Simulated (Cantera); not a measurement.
## TEOS + N2O + N2 (silicon oxide and oxynitride deposition)

Feed: 1 mol TEOS, 0.21 mol N2O, 7.2 mol N2, equilibrated at 10.0 mbar.

These are equilibrium values from Cantera (NASA tables, ideal gas, pure condensed phases), not measurements of a reactor. Candidate condensed phases: C, C6H6, C7H8, C8H18, H2O, Si, SiC, SiO2, Si2N2O, Si3N4; 151 gas species. The feed counts by its element totals alone. Mutual solubility and eutectic melting of coexisting phases are not modelled. The tables hold silica as quartz up to 1696 K and as liquid above; real silica turns to tridymite and cristobalite and melts near 1996 K. Rates play no part.

From 1125 K to 1150 K the condensed part is C(graphite) + SiO2(β-quartz). At 1175 K the condensed part is C(graphite) + SiO2(β-quartz) + Si2N2O(s). From 1200 K to 1300 K the condensed part is C(graphite) + Si2N2O(s).

```csv
T (K),x H2,x N2,x CO,x HCN,x CH4,x H2O,x H,x CO2,n C(graphite),n SiO2(β-quartz),n Si2N2O(s)
1125,0.510,0.378,0.113,1.35e-5,7.49e-5,3.69e-5,3.17e-7,7.41e-6,5.79,1.00,0
1150,0.510,0.378,0.113,1.83e-5,6.08e-5,2.69e-5,5.33e-7,5.00e-6,5.79,1.00,0
1175,0.500,0.361,0.139,2.38e-5,4.78e-5,2.41e-5,8.67e-7,5.25e-6,5.21,0.616,0.192
1200,0.485,0.335,0.180,3.00e-5,3.71e-5,2.26e-5,1.37e-6,6.12e-6,4.29,0,0.500
1225,0.485,0.335,0.180,3.94e-5,3.09e-5,1.71e-5,2.17e-6,4.33e-6,4.29,0,0.500
1250,0.485,0.335,0.180,5.11e-5,2.59e-5,1.31e-5,3.37e-6,3.11e-6,4.29,0,0.500
1275,0.485,0.335,0.180,6.56e-5,2.18e-5,1.02e-5,5.13e-6,2.27e-6,4.29,0,0.500
1300,0.485,0.335,0.180,8.35e-5,1.85e-5,7.95e-6,7.70e-6,1.67e-6,4.29,0,0.500
```
x: gas mole fraction; n: condensed amount in mol.
